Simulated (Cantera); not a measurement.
Input: 1 mol Ta(OEt)5, 28 mol H2O, 0.038 mol O2, held at 0.130 Pa.

Method: chemical equilibrium by Gibbs-energy minimisation in Cantera with the NASA 1993 tables (ideal gas, pure condensed phases). Candidate condensed phases: C, C6H6, C7H8, C8H18, H2O, Ta, TaC, Ta2O5; 113 gas species. The feed counts by its element totals alone. The numbers say what is thermodynamically allowed, not how fast it happens. All values below are at 1350 °C.

Base state: H2 0.410, H2O 0.355, CO 0.152, CO2 0.0423, H 0.0388, OH 0.00141, O 0.000110, O2 4.33e-5 (mole fractions); condensed: Ta2O5(s).

What changes in the equilibrium state with this change: H2O from 28 to 14 mol?


```json
[
 {"species": "H2", "before": "0.410", "after": "0.534"},
 {"species": "CO", "before": "0.152", "after": "0.245"},
 {"species": "H2O", "before": "0.355", "after": "0.153"},
 {"species": "CO2", "before": "0.0423", "after": "0.0226"},
 {"species": "H", "before": "0.0388", "after": "0.0443"},
 {"species": "O2", "before": "4.33e-5", "after": "4.73e-6"},
 {"species": "O", "before": "0.000110", "after": "3.63e-5"},
 {"species": "OH", "before": "0.00141", "after": "0.000531"},
 {"species": "Ta2O5(s), mol", "before": "0.500", "after": "0.500"}
]
```
